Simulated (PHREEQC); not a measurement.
Geothermal or formation water (model solution)

A made-up water analysis in mmol/kgw, 50 °C, pH 6.7: Na 389; K 1.37; Ca 55; Mg 74.5; Cl 607; S(6) 17.9; Alkalinity (meq/kgw) 0.1; Si 0.458.

Valence states are taken as typed.

Equilibrium calculation in PHREEQC: Pitzer model, pitzer.dat.

No solid was allowed to form.

Problem. What activity of water, osmotic coefficient, charge-balance error does the model give?

Solution. activity of water 0.982; osmotic coefficient 0.904; charge-balance error 0.5 %.

Problem. In which forms is C present?

Solution. HCO3- 82 %, CO2 17 % of the C.

Constants without temperature data keep their 25 °C values here.
